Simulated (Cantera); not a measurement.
Cantera run:

```python
import numpy as np
import cantera as ct

gas_names = """
    B BH BH2 BH3 BN B2 H H2 N NH NH2 NH3 N2 N2H2 N2H4
""".split()
cond_names = """
    B(b) B(L) BN(s)
""".split()


# ... load() reads the species with a 1 bar reference pressure and builds the phases ...
atoms = {
    'BN': {'B': 1, 'N': 1},
    'H2': {'H': 2},
}
top_T = {'BN(s)': 3200}  # K; cautious upper limits of use, not melting points


# ... equilibrate(T, P, feed) seeds the gas with the atoms and calls Mixture.equilibrate('TP', solver="vcs", rtol=1e-11, max_steps=5000) ...
results = []
feed = {'BN': 1, 'H2': 73}  # mol
P = 190  # Pa
for T in [975, 1075, 1175, 1275, 1375, 1475, 1575, 1675, 1775]:
    mix = equilibrate(T, P, feed)
    results.append((T, P, feed, dict(zip(mix.species_names, mix.species_moles))))

top = {s: max(r[3][s] / sum(r[3][g] for g in gas_names) for r in results) for s in gas_names}
cols = sorted((s for s in top if top[s] > 1e-06), key=lambda s: -top[s])[:7]
seen = [c for c in cond_names if any(r[3].get(c, 0) > 1e-12 for r in results)]
print("log10 of partial pressures in bar; condensed amounts in mol")
print(f"{'T/K':>10s}" + "".join(f"{s[:9]:>10s}" for s in cols + seen))
for T, P, feed, n in results:
    ng = sum(n[g] for g in gas_names)
    print(f"{T:10.4g}" + "".join(f"{np.log10(max(n[s] / ng * P / 1e5, 1e-99)):10.3f}" for s in cols)
          + "".join(f"{n.get(c, 0):10.4g}" for c in seen))
```

Output:

```
log10 of partial pressures in bar; condensed amounts in mol
       T/K        H2         H        N2       BH2         B      B(b)     BN(s)
       975    -2.721   -10.302   -13.372   -13.529   -24.345         0         1
      1075    -2.721    -9.194   -12.041   -11.966   -20.966         0         1
      1175    -2.721    -8.272   -10.893   -10.694   -18.188         0         1
      1275    -2.721    -7.493    -9.894    -9.641   -15.865         0         1
      1375    -2.721    -6.826    -9.026    -8.750   -13.889         0    0.9999
      1475    -2.721    -6.248    -8.272    -7.984   -12.186         0    0.9996
      1575    -2.722    -5.742    -7.436    -7.406   -10.789  0.001278    0.9972
      1675    -2.723    -5.296    -6.449    -7.025    -9.687   0.02367    0.9726
      1775    -2.725    -4.901    -5.574    -6.689    -8.711    0.1976    0.7943
```

Method: chemical equilibrium by Gibbs-energy minimisation in Cantera with the NASA 1993 tables (ideal gas, pure condensed phases). Mutual solubility and eutectic melting of coexisting phases are not modelled. The tables' values for BH2 are old estimates; treat these amounts as uncertain.
